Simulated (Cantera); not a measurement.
Input: 1 mol acetone, 0.012 mol O2, held at 1052 °C and 10.0 mbar.

Method: chemical equilibrium by Gibbs-energy minimisation in Cantera with the NASA 1993 tables (ideal gas, pure condensed phases). Candidate condensed phases: C, C6H6, C7H8, C8H18, H2O; 110 gas species. The feed counts by its element totals alone. Kinetics and transport are ignored.

### Question
What is the equilibrium state?

### Answer
* **x(H2)**: 0.745
* **x(CO)**: 0.254
* **x(CH4)**: 3.73e-5
* **x(H)**: 1.41e-5
* **x(H2O)**: 1.36e-5
* **x(CO2)**: 2.50e-6
* **n(C(graphite))**: 1.98 mol
* **gas amount**: 4.024 mol
